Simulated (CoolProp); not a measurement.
trans-2-butene at 308.9 K and 0.223 MPa is throttled through a valve to 0.0256 MPa with no heat exchange. Each further row changes one setting.

Computed with CoolProp (reference Helmholtz-energy equation of state, Lemmon 2005). It is a short technical equation, of lower accuracy than the large ones.

| case | temperature change (K) | final density (kg/m³) |
|---|---|---|
| as stated | -5.6 | 0.574 |
| outlet pressure 0.00768 MPa | -6.1 | 0.171 |
| outlet pressure 0.0333 MPa | -5.3 | 0.747 |
